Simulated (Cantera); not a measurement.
A perfectly stirred reactor is fed with 13.6 % CH₄, 18.1 % O₂, 68.3 % N₂, at 1.00 bar; it is adiabatic with a 775 K inlet, and is followed from long to short residence time, starting on the burning branch (τ in s: 0.38, 0.11, 0.03, 0.0084, 0.0024, 0.00067, 0.00019, 5.3e-05, 1.5e-05).

Computed with Cantera and GRI-Mech 3.0 (53 species, 325 reactions).

One state of this run: T (K) = 2205; x CH₄ = 0.000329; x O₂ = 0.000828; x CO₂ = 0.0355; x HCN = 0.000157; x NO₂ = 3.75e-9; x CH₃ = 0.000271; x C₂H₆ = 5.57e-8. x: mole fraction; the columns are a selection and need not sum to one.

Question: Which value of τ (s) does it belong to?
A) 0.0084
B) 0.0024
C) 1.5e-5
D) 5.3e-5

Answer: B, 0.0024
